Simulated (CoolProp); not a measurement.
Values from CoolProp's reference Helmholtz-energy equation of state, Lemmon 2006. It is a short technical equation, of lower accuracy than the large ones.

For C2F6 (R116), give the phase and the cp (kJ/(kg K)), isothermal compressibility (1/MPa), conductivity (mW/(m K)), Prandtl number at 319.7 K and 0.44 MPa.


- 319.7 K and 0.44 MPa: gas; cp 0.821, isothermal compressibility 2.36, conductivity 16.6, Prandtl number 0.753

Viscosity comes from a separate model (Huber 2003), an estimate that may be off by 10 % or more. Thermal conductivity comes from a separate model (Huber 2003), an estimate that may be off by 10 % or more.
